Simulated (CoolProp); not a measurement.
Vapour-liquid equilibrium of isopentane (1) + toluene (2) at 0.58 MPa; x and y are mole fractions of (1).

The numbers come from the multi-fluid Helmholtz-energy mixture model, Lemmon 2006 and Lemmon 2006; pair parameters Bell 2016 in CoolProp.

Give the bubble temperature and the first vapour's composition at x = 0.05, 0.65, 0.8. Is there an azeotrope?

x = 0.05: 448.0 K, y = 0.211; x = 0.65: 378.4 K, y = 0.924; x = 0.8: 371.5 K, y = 0.959. No azeotrope shows between x = 0.05 and 0.95.

The pair parameters rest on a limited set of measurements; away from them the model extrapolates. The gap from Raoult's law changes sign with composition, which may be real or a fault of the pair parameters; it wasn't checked against measurements.
